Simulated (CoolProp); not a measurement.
Properties of propylene along the isobar 48.3 bar (Tc = 91.1 °C, pc = 45.55 bar, ω = 0.146).

Computed with CoolProp (reference Helmholtz-energy equation of state, Lemmon 2013).

| T (°C) | phase | Z | speed of sound (m/s) | isothermal compressibility (1/MPa) | viscosity (µPa s) | fugacity coefficient |
|---|---|---|---|---|---|---|
| 52.35 | liquid | 0.1603 | 588.1 | (withheld) | 78.4 | 0.3769 |
| 57.05 | liquid | 0.1615 | 554.4 | 0.01273 | 74.7 | 0.4062 |
| 61.75 | liquid | 0.1630 | 519.5 | 0.01519 | 71.0 | 0.4363 |
| 66.45 | liquid | 0.1651 | 483.2 | 0.01856 | 67.2 | 0.4671 |
| 71.25 | liquid | 0.1679 | (withheld) | 0.02357 | 63.3 | 0.4990 |
| 75.95 | liquid | 0.1716 | 403.1 | 0.03124 | 59.2 | 0.5306 |
| 80.65 | liquid | 0.1769 | 358.4 | 0.04466 | 54.9 | 0.5623 |
| 85.35 | liquid | 0.1849 | 307.5 | (withheld) | 49.9 | 0.5938 |
| 90.05 | liquid | 0.2001 | 244.0 | 0.1736 | 43.4 | 0.6247 |
| 94.85 | supercritical | 0.3390 | 156.6 | (withheld) | 23.5 | 0.6531 |
| 99.55 | supercritical | 0.4742 | 177.4 | 0.7562 | 18.3 | 0.6714 |
| 104.25 | supercritical | 0.5318 | 189.3 | 0.5450 | 17.1 | 0.6867 |
| 108.95 | supercritical | 0.5726 | 198.6 | 0.4571 | 16.5 | 0.7005 |
| 113.65 | supercritical | 0.6050 | 206.6 | 0.4071 | 16.2 | 0.7132 |
| 118.45 | supercritical | 0.6326 | 213.7 | 0.3735 | 15.9 | 0.7252 |
| 123.15 | supercritical | 0.6558 | 220.0 | 0.3501 | 15.8 | 0.7362 |

**Question.** Complete the blanks.

**Answer.** 
- 52.35, isothermal compressibility (1/MPa): 0.01087
- 71.25, speed of sound (m/s): 444.1
- 85.35, isothermal compressibility (1/MPa): 0.07348
- 94.85, isothermal compressibility (1/MPa): 3.080

Viscosity comes from a separate model (Huber 2003), an estimate that may be off by 10 % or more.
